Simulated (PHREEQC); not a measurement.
Consider water at 25 °C with 87 mmol/kgw HCl, 46 mmol/kgw Li2SO4 and 2.9 mmol/kgw Na2SO4. Closed to the air; pH follows from the charge balance.

Model: ion-association model, wateq4f.dat, run in PHREEQC.

Precipitation was switched off in this run.

What pH does the model give?

pH 1.34.

In which forms is S present?

HSO4- 62 %, SO4-2 33 %, LiSO4- 4.2 % of the S.
